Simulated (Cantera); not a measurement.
A closed system holds: 1 mol Si, 1.2 mol HCl, 1.2 mol H₂, equilibrated at 648.15 K and 0.100 bar.

These are equilibrium values from Cantera (NASA tables, ideal gas, pure condensed phases), not measurements of a reactor. Candidate condensed phases: Si; 19 gas species. Rates play no part.

Base state: H₂ 0.845, SiCl₄ 0.115, SiHCl₃ 0.0389, SiH₂Cl₂ 0.000762, HCl 0.000195 (mole fractions); condensed: Si(s).

What changes in the equilibrium state with this change: pressure from 0.100 bar to 20.0 bar?


```
species       before     after
----------  --------  --------
H₂             0.845     0.824
SiHCl₃        0.0389    0.0986
SiCl₄          0.115    0.0689
SiH₃Cl       3.06e-6  0.000138
SiH₂Cl₂     0.000762   0.00814
HCl         0.000195   4.51e-5
Si(s), mol     0.679     0.641
```
